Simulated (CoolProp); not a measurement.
The numbers come from the reference Helmholtz-energy equation of state, Lemmon 2009 in CoolProp.

Question: For propane, give the phase and the Joule-Thomson coefficient (K/MPa), Prandtl number at 26.65 °C and 0.212 MPa; 204.95 °C and 0.212 MPa; 264.35 °C and 0.212 MPa.

Answer: 
- 26.65 °C and 0.212 MPa: gas; Joule-Thomson coefficient 17.2, Prandtl number 0.759
- 204.95 °C and 0.212 MPa: gas; Joule-Thomson coefficient 4.42, Prandtl number 0.735
- 264.35 °C and 0.212 MPa: gas; Joule-Thomson coefficient 3.25, Prandtl number 0.721

Viscosity comes from a separate model (Vogel 1998). Thermal conductivity comes from a separate model (Marsh 2002).
